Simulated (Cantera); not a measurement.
Input: 1 mol SiO2, 0.46 mol CH4, 0.025 mol CO, at 1580 Torr.

Cantera equilibrium calculation (NASA polynomials, part measured and part estimated; ideal gas, pure solids and liquids). Candidate condensed phases: C, C6H6, C7H8, C8H18, H2O, Si, SiC, SiO2; 123 gas species. Mutual solubility and eutectic melting of coexisting phases are not modelled. The tables hold silica as quartz up to 1696 K and as liquid above; real silica turns to tridymite and cristobalite and melts near 1996 K. Gases not in the tables: Si(OH)4, Si2H6 and higher silanes. Rates play no part.

Q: Which condensed phases are stable at each of these points (T (K)): 1775, 1850, 1925, 2000, 2075, 2150, 2225, 2300, 2375, 2450, 2525, 2600?

A: 
```tsv
T (K)	condensed phases	Si condensed (%)
1775	SiC(s) + SiO2(condensed)	99.7
1850	SiC(s) + SiO2(condensed)	98.8
1925	SiC(s) + SiO2(condensed)	96.1
2000	SiC(s) + SiO2(l)	87.5
2075	SiC(s) + SiO2(l)	55.7
2150	SiO2(l)	53.9
2225	SiO2(l)	53.7
2300	SiO2(l)	53.2
2375	SiO2(l)	52.2
2450	SiO2(l)	50.3
2525	SiO2(l)	46.9
2600	SiO2(l)	41.6
```

From 1775 K to 1925 K the condensed part is SiC(s) + SiO2(condensed). From 2000 K to 2075 K the condensed part is SiC(s) + SiO2(l). From 2150 K to 2600 K the condensed part is SiO2(l). The share of Si in condensed phases is highest at 1775 K (99.7 %) and lowest at 2600 K (41.6 %).
